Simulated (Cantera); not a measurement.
Input (Python, Cantera):

```python
import numpy as np
import cantera as ct

gas = ct.Solution("gri30.yaml", transport_model="multicomponent")
show = ['H', 'CH3', 'H2O']

rows = []
print(f"{'T/K':>7s}{'rho':>11s}{'cp':>10s}{'mu':>11s}{'lambda':>11s}{'Pr':>7s}" + "".join(f"{'D_' + s:>11s}" for s in show))
for T in [400, 650, 900, 1150, 1400, 1650]:
    gas.TPX = T, 110, {'NH3': 0.25, 'CO': 0.78, 'CH4': 0.3}
    Pr = gas.cp_mass * gas.viscosity / gas.thermal_conductivity
    D = [gas.mix_diff_coeffs_mole[gas.species_index(s)] for s in show]
    rows.append([gas.density, gas.cp_mass, gas.viscosity, gas.thermal_conductivity, Pr, *D])
    print(f"{T:7g}{gas.density:11.4e}{gas.cp_mass:10.1f}{gas.viscosity:11.4e}"
          f"{gas.thermal_conductivity:11.4e}{Pr:7.3f}" + "".join(f"{d:11.4e}" for d in D))
print("SI units: kg/m3, J/kg/K, Pa s, W/m/K, m2/s")
```

Result:

```
    T/K        rho        cp         mu     lambda     Pr        D_H      D_CH3      D_H2O
    400 7.6889e-04    1446.8 1.8971e-05 3.8996e-02  0.704 1.8326e-01 3.4880e-02 3.5413e-02
    650 4.7316e-04    1696.5 2.7297e-05 6.6354e-02  0.698 4.2875e-01 8.1576e-02 8.9062e-02
    900 3.4173e-04    1926.1 3.4405e-05 9.5072e-02  0.697 7.4702e-01 1.4211e-01 1.6111e-01
   1150 2.6744e-04    2112.8 4.0753e-05 1.2360e-01  0.697 1.1292e+00 2.1480e-01 2.4886e-01
   1400 2.1968e-04    2255.2 4.6572e-05 1.5083e-01  0.696 1.5698e+00 2.9859e-01 3.5063e-01
   1650 1.8640e-04    2365.0 5.1996e-05 1.7667e-01  0.696 2.0647e+00 3.9272e-01 4.6527e-01
SI units: kg/m3, J/kg/K, Pa s, W/m/K, m2/s
```

Cantera simulation using GRI-Mech 3.0 (53 species, 325 reactions); the numbers are that mechanism's predictions, not measurements. Polar gases are described roughly by these parameters. The composition is frozen, though it would react at the higher temperatures.
